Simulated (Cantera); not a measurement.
A closed system holds: 1 mol SiH2Cl2, 0.11 mol H2O, 13 mol N2, held at 1000 Pa.

Cantera equilibrium calculation (NASA polynomials, part measured and part estimated; ideal gas, pure solids and liquids). Candidate condensed phases: H2O, NH4Cl, Si, SiO2, Si2N2O, Si3N4; 47 gas species. The tables' values for SiCl, SiCl3, SiN are old estimates; treat these amounts as uncertain. Kinetics and transport are ignored.

At 1873 K, list the 5 most abundant gas species with their mole fractions, and the condensed phases.

N2 0.852, H2 0.0563, SiCl2 0.0489, HCl 0.0313, SiO 0.00721. Condensed: Si(l).
